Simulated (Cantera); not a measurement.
Charge: 1 mol FeS2, 14 mol H2, equilibrated at 1425 K and 0.133 bar.

Method: chemical equilibrium by Gibbs-energy minimisation in Cantera with the NASA 1993 tables (ideal gas, pure condensed phases). Candidate condensed phases: Fe, FeS, FeS2, S; 8 gas species. FeS: taken at fixed stoichiometry. The numbers say what is thermodynamically allowed, not how fast it happens.

Base state: H2 0.930, H2S 0.0680, S2 0.00142, SH 0.000430, H 1.80e-5 (mole fractions); condensed: FeS(s).

Problem. What changes in the equilibrium state with this change: H2 from 14 to 100 mol?

Solution. 
| species | before | after |
|---|---|---|
| H2 | 0.930 | 0.988 |
| H2S | 0.0680 | 0.0120 |
| SH | 0.000430 | 7.32e-5 |
| S2 | 0.00142 | 3.87e-5 |
| H | 1.80e-5 | 1.86e-5 |
| FeS(s), mol | 1.00 | 0.789 |
| Fe(γ), mol | 0 | 0.211 |
Metal and sulfide melt together well below either melting point, which pure phases cannot show. Mutual solubility and eutectic melting of coexisting phases are not modelled.
